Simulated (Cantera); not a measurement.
An isothermal, constant-pressure homogeneous reactor starts with CH4 : N2 = 1 : 46 (molar parts), at 1775 K and 2.40 Torr. Integrator tolerance rtol = 1e-08.

Model: GRI-Mech 3.0 (53 species, 325 reactions), integrated in Cantera. GRI-Mech 3.0 stops at C3 and has no aromatics, soot or wall deposition, so with more carbon than oxygen in the feed, carbon stays in small species such as C2H2 where larger ones or solid carbon would form. Radical loss at walls, strong at low pressure, is not modelled.

Task: What does this change do: pressure from 2.40 Torr to 100.0 Torr?

Result: 
| quantity | before | after |
|---|---|---|
| x(CH4) at 90.0 s | 7.26e-8 (gas-phase equilibrium 3.83e-8) | 3.07e-6 (gas-phase equilibrium 1.63e-6) |
| x(C2H6) at 90.0 s | <1e-12 (gas-phase equilibrium <1e-12) | 3.69e-12 (gas-phase equilibrium <1e-12) |
| x(C2H4) at 90.0 s | 2.93e-8 (gas-phase equilibrium 2.76e-9) | 1.19e-6 (gas-phase equilibrium 1.17e-7) |
| x(HCN) at 90.0 s | 7.72e-5 (gas-phase equilibrium 0.0188) | 6.51e-5 (gas-phase equilibrium 0.0188) |
| x(CH2) at 90.0 s | 8.49e-10 (gas-phase equilibrium 7.36e-10) | 1.40e-9 (gas-phase equilibrium 7.41e-10) |
| x(H2) at 90.0 s | 0.0309 (gas-phase equilibrium 0.0308) | 0.0312 (gas-phase equilibrium 0.0312) |
| x(C2H) at 90.0 s | 1.87e-6 (gas-phase equilibrium 2.34e-7) | 3.69e-7 (gas-phase equilibrium 3.60e-8) |

Task: What does this change do: N2 46 to 28 parts?

Result: 
```
quantity                                              before                                     after
-----------------  -----------------------------------------  ----------------------------------------
x(CH4) at 90.0 s     7.26e-8 (gas-phase equilibrium 3.83e-8)   9.12e-8 (gas-phase equilibrium 1.20e-7)
x(C2H6) at 90.0 s      <1e-12 (gas-phase equilibrium <1e-12)     <1e-12 (gas-phase equilibrium <1e-12)
x(C2H4) at 90.0 s    2.93e-8 (gas-phase equilibrium 2.76e-9)   7.36e-8 (gas-phase equilibrium 1.05e-8)
x(HCN) at 90.0 s      7.72e-5 (gas-phase equilibrium 0.0188)    8.01e-5 (gas-phase equilibrium 0.0285)
x(CH2) at 90.0 s   8.49e-10 (gas-phase equilibrium 7.36e-10)  9.45e-10 (gas-phase equilibrium 1.44e-9)
x(H2) at 90.0 s        0.0309 (gas-phase equilibrium 0.0308)     0.0494 (gas-phase equilibrium 0.0494)
x(C2H) at 90.0 s     1.87e-6 (gas-phase equilibrium 2.34e-7)   2.81e-6 (gas-phase equilibrium 4.38e-7)
```
